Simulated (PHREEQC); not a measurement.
Make-up at 79 °C: 2.7 mmol/kgw NaBr. Closed to the air; pH follows from the charge balance.

Model: ion-association model, phreeqc.dat, run in PHREEQC.

| Property | Value |
|---|---|
| ionic strength | 0.00270 mol/kgw |
| specific conductance | 805 µS/cm |

```csv
species,molality,activity,log γ
Br-,0.00270,0.00253,-0.028
Na+,0.00270,0.00253,-0.027
H+,5.28e-7,4.98e-7,-0.026
OH-,5.28e-7,4.95e-7,-0.028
```

Precipitation was switched off in this run. Species that the database lacks are ignored. At this temperature some constants are extrapolated from 25 °C, and those without enthalpy data are left unchanged.
